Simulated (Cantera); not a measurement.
Mixture: 14.6 % CO, 3.80 % H2, 15.3 % O2, 57.7 % N2, 8.61 % H2O, at 0.890 bar, adiabatic and at constant pressure. Ignition delay is the time to a rise of 400 K.

Detailed kinetics in Cantera: GRI-Mech 3.0 (53 species, 325 reactions). Where the delays flatten at high temperature, the 400 K rule measures the pace of heat release, not the induction time.

Predict: delay at 975 K; delay at 1175 K; delay at 1375 K; delay at 1575 K.


* **delay at 975 K**: 5.92 ms
* **delay at 1175 K**: 0.151 ms
* **delay at 1375 K**: 76.8 µs
* **delay at 1575 K**: 62.3 µs
